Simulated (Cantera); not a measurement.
**Equilibrium for halide evaporation, hydrolysis and transport: PbF2 + HF + H2**

Charge: 1 mol PbF2, 0.39 mol HF, 56 mol H2, held at 0.200 bar.

Method: chemical equilibrium by Gibbs-energy minimisation in Cantera with the NASA 1993 tables (ideal gas, pure condensed phases). Candidate condensed phases: Pb, PbF2; 16 gas species. Equilibrium is a limit: real reactors are often held back by kinetics, nucleation or transport.

```csv
T (K),log p H2,log p HF,log p Pb,log p H,log p PbF,log p Pb2,n Pb(l)
1223,-0.72,-2.08,-3.04,-6.88,-6.38,-7.37,0.738
1273,-0.72,-2.08,-2.74,-6.51,-6.08,-6.86,0.468
1323,-0.72,-2.09,-2.47,-6.16,-5.82,-6.41,0
1373,-0.72,-2.09,-2.47,-5.84,-5.82,-6.50,0
1423,-0.72,-2.09,-2.47,-5.54,-5.82,-6.58,0
1473,-0.72,-2.09,-2.47,-5.26,-5.82,-6.66,0
1523,-0.72,-2.09,-2.47,-5.00,-5.82,-6.73,0
1573,-0.72,-2.09,-2.47,-4.75,-5.83,-6.80,0
1623,-0.73,-2.09,-2.47,-4.52,-5.83,-6.86,0
1673,-0.73,-2.09,-2.47,-4.31,-5.83,-6.92,0
1723,-0.73,-2.09,-2.47,-4.10,-5.83,-6.98,0
1773,-0.73,-2.09,-2.47,-3.91,-5.83,-7.03,0
1823,-0.73,-2.09,-2.47,-3.73,-5.83,-7.08,0
```
log p: log10 of the partial pressure in bar; n: condensed amount in mol.

From 1223 K to 1273 K the condensed part is Pb(l). From 1323 K to 1823 K nothing is condensed. The main Pb-bearing gas is Pb throughout.
